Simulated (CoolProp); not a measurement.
A closed Brayton cycle with carbon dioxide: compressor inlet 319.15 K and 8.2 MPa, high pressure 25.4 MPa, turbine inlet 800 K, compressor efficiency 0.8, turbine efficiency 0.9, recuperator effectiveness 0 (on enthalpy, no pinch check). Each further row changes one setting.

Model: reference Helmholtz-energy equation of state, Span 1996, in CoolProp.

```csv
case,thermal efficiency (%),net work (kJ/kg),compressor to turbine work,compressor exit (K),turbine exit (K)
as stated,15.9,83.0,0.41,410.3,668.1
turbine inlet 750 K,15.8,72.7,0.45,410.3,622.9
compressor inlet 329.15 K,15.1,73.9,0.48,430.3,668.1
high pressure 21.6 MPa,13.9,74.8,0.39,396.8,686.5
recuperator effectiveness 0.5,22.1,83.0,0.41,410.3,668.1
```
